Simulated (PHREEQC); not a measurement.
## Hard or scaling water (model solution)

Consider water at 25 °C with 0.16 mol/kgw CaCl2, 4.7e-06 mol/kgw CO2 and 0.00031 mol/kgw H4SiO4. Closed to the air; pH follows from the charge balance.

Equilibrium calculation in PHREEQC: ion-association model, phreeqc.dat.

This is a speciation only: nothing precipitates in the calculation.

Q: Predict the pH, density.

A: pH 5.81; density 1.011 g/cm³.

Q: In which forms is C present?

A: CO2 59 %, HCO3- 27 %, CaHCO3+ 14 % of the C.

Examples of supersaturated solids here: Quartz (slow to form), Chalcedony (slow to form). Others may be too.
